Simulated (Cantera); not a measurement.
Feed: 1 mol Ta2O5, 0.52 mol CO, 6.3 mol H2, at 2025 K and 0.133 bar.

These are equilibrium values from Cantera (NASA tables, ideal gas, pure condensed phases), not measurements of a reactor. Candidate condensed phases: C, C6H6, C7H8, C8H18, H2O, Ta, TaC, Ta2O5; 113 gas species. Mutual solubility and eutectic melting of coexisting phases are not modelled. TaC: taken at fixed stoichiometry. Condensed phases not in the tables: Ta2C. Kinetics and transport are ignored.

Base state: H2 0.917, CO 0.0754, H 0.00505, H2O 0.00233, CO2 4.10e-5, TaO2 1.08e-5 (mole fractions); condensed: TaC(s) + Ta2O5(s).

What changes in the equilibrium state with this change: Ta2O5 replaced by PbO?


| species | before | after |
|---|---|---|
| H2 | 0.917 | 0.677 |
| Pb | 0 | 0.127 |
| H2O | 0.00233 | 0.125 |
| CO | 0.0754 | 0.0638 |
| TaO2 | 1.08e-5 | 0 |
| PbO | 0 | 0.000117 |
| Pb2 | 0 | 1.00e-5 |
| OH | 1.34e-6 | 8.36e-5 |
| CO2 | 4.10e-5 | 0.00252 |
| TaC(s), mol | 0.00462 | 0 |
| Ta2O5(s), mol | 0.998 | 0 |
Further candidate phases: Pb, PbO, PbO2, Pb3O4.

What changes in the equilibrium state with this change: pressure from 0.133 bar to 1 atm?


```tsv
species	before	after
H2	0.917	0.919
CO	0.0754	0.0750
H2O	0.00233	0.00417
H	0.00505	0.00183
TaO2	1.08e-5	1.07e-6
CO2	4.10e-5	7.27e-5
TaC(s), mol	0.00462	0.00826
Ta2O5(s), mol	0.998	0.996
```
